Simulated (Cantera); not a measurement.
Feed: 1 mol SiH₄, 4.6 mol H₂O, held at 1.00 bar.

Method: chemical equilibrium by Gibbs-energy minimisation in Cantera with the NASA 1993 tables (ideal gas, pure condensed phases). Candidate condensed phases: H₂O, Si, SiO₂; 18 gas species. The tables hold silica as quartz up to 1696 K and as liquid above; real silica turns to tridymite and cristobalite and melts near 1996 K. Gases not in the tables: Si(OH)₄. Kinetics and transport are ignored.

Task: At 1252 °C, list the 3 most abundant gas species with their mole fractions, and the condensed phases.

Result: H₂ 0.606, H₂O 0.394, H 1.84e-5. Condensed: SiO₂(β-quartz).
